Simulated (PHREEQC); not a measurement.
Dissolve 42 mmol/kgw H2SO4, 66 mmol/kgw CdSO4 and 0.0072 mmol/kgw CO2 at 25 °C. Closed to the air; pH follows from the charge balance.

All values are PHREEQC results (ion-association model, phreeqc.dat), not measurements.

The pH is 1.45, the ionic strength is 0.180 mol/kgw and the density is 1.012 g/cm³. The total alkalinity is -84.0 meq/kg.

| species | molality | activity | log γ |
|---|---|---|---|
| H+ | 0.0445 | 0.0357 | -0.096 |
| HSO4- | 0.0395 | 0.0296 | -0.124 |
| Cd+2 | 0.0333 | 0.0106 | -0.498 |
| SO4-2 | 0.0281 | 0.00854 | -0.517 |
| CdSO4 | 0.0250 | 0.0261 | 0.018 |
| Cd(SO4)2-2 | 0.00768 | 0.00244 | -0.498 |
| CO2 | 7.20e-6 | 7.51e-6 | 0.018 |

No solid was allowed to form. Species that the database lacks are ignored.
